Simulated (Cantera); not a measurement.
# Tantalum, niobium, vanadium and zirconium in process gases: Ta + N2O + N2

A closed system holds: 1 mol Ta, 9.4 mol N2O, 71 mol N2, at 0.280 bar.

Cantera equilibrium calculation (NASA polynomials, part measured and part estimated; ideal gas, pure solids and liquids). Candidate condensed phases: Ta, Ta2O5; 12 gas species. Rates play no part.

At 1750 °C the condensed part is Ta2O5(s). From 1800 °C to 2100 °C the condensed part is Ta2O5(l). The main Ta-bearing gas is TaO2 throughout.

```json
[
 {"T (°C)": "1750", "log p N2": "-0.57", "log p O2": "-1.96", "log p NO": "-2.96", "log p O": "-4.08", "log p TaO2": "-8.40", "log p NO2": "-6.38", "log p N2O": "-7.45", "n Ta2O5(s)": "0.500", "n Ta2O5(l)": "0"},
 {"T (°C)": "1800", "log p N2": "-0.57", "log p O2": "-1.96", "log p NO": "-2.91", "log p O": "-3.92", "log p TaO2": "-7.92", "log p NO2": "-6.37", "log p N2O": "-7.40", "n Ta2O5(s)": "0", "n Ta2O5(l)": "0.500"},
 {"T (°C)": "1850", "log p N2": "-0.57", "log p O2": "-1.97", "log p NO": "-2.86", "log p O": "-3.77", "log p TaO2": "-7.50", "log p NO2": "-6.35", "log p N2O": "-7.34", "n Ta2O5(s)": "0", "n Ta2O5(l)": "0.500"},
 {"T (°C)": "1900", "log p N2": "-0.57", "log p O2": "-1.97", "log p NO": "-2.81", "log p O": "-3.63", "log p TaO2": "-7.10", "log p NO2": "-6.33", "log p N2O": "-7.30", "n Ta2O5(s)": "0", "n Ta2O5(l)": "0.500"},
 {"T (°C)": "1950", "log p N2": "-0.57", "log p O2": "-1.98", "log p NO": "-2.76", "log p O": "-3.49", "log p TaO2": "-6.71", "log p NO2": "-6.32", "log p N2O": "-7.25", "n Ta2O5(s)": "0", "n Ta2O5(l)": "0.500"},
 {"T (°C)": "2000", "log p N2": "-0.57", "log p O2": "-1.99", "log p NO": "-2.72", "log p O": "-3.37", "log p TaO2": "-6.35", "log p NO2": "-6.31", "log p N2O": "-7.21", "n Ta2O5(s)": "0", "n Ta2O5(l)": "0.500"},
 {"T (°C)": "2050", "log p N2": "-0.57", "log p O2": "-1.99", "log p NO": "-2.68", "log p O": "-3.24", "log p TaO2": "-6.00", "log p NO2": "-6.30", "log p N2O": "-7.17", "n Ta2O5(s)": "0", "n Ta2O5(l)": "0.500"},
 {"T (°C)": "2100", "log p N2": "-0.57", "log p O2": "-2.00", "log p NO": "-2.64", "log p O": "-3.13", "log p TaO2": "-5.66", "log p NO2": "-6.29", "log p N2O": "-7.13", "n Ta2O5(s)": "0", "n Ta2O5(l)": "0.500"}
]
```
log p: log10 of the partial pressure in bar; n: condensed amount in mol.
